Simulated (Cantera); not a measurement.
A perfectly stirred reactor is fed with C₂H₆ : N₂ = 1 : 7.7 (molar parts), at 0.0133 bar; it is held at 1773 K, and followed from long to short residence time.

Detailed kinetics in Cantera: GRI-Mech 3.0 (53 species, 325 reactions). GRI-Mech 3.0 stops at C3 and has no aromatics, soot or wall deposition, so with more carbon than oxygen in the feed, carbon stays in small species such as C2H2 where larger ones or solid carbon would form. Radical loss at walls, strong at low pressure, is not modelled.

Task: What does this change do: 0.6 parts H2O added?

Result: 
```json
[
 {"quantity": "x(C₂H₆) at τ = 13.0 s", "before": "2.10e-6", "after": "1.90e-6"},
 {"quantity": "x(HCN) at τ = 13.0 s", "before": "0.000517", "after": "0.000348"},
 {"quantity": "x(C₂H₄) at τ = 13.0 s", "before": "1.98e-5", "after": "2.03e-5"},
 {"quantity": "x(CH₄) at τ = 13.0 s", "before": "0.00205", "after": "0.00281"},
 {"quantity": "x(CH₃) at τ = 13.0 s", "before": "0.000258", "after": "0.000289"},
 {"quantity": "x(C₂H₆) at τ = 41.0 ms", "before": "0.000572", "after": "0.000490"},
 {"quantity": "x(HCN) at τ = 41.0 ms", "before": "3.12e-5", "after": "3.06e-5"},
 {"quantity": "x(C₂H₄) at τ = 41.0 ms", "before": "0.00271", "after": "0.00232"},
 {"quantity": "x(CH₄) at τ = 41.0 ms", "before": "0.0220", "after": "0.0195"},
 {"quantity": "x(CH₃) at τ = 41.0 ms", "before": "0.00452", "after": "0.00417"}
]
```
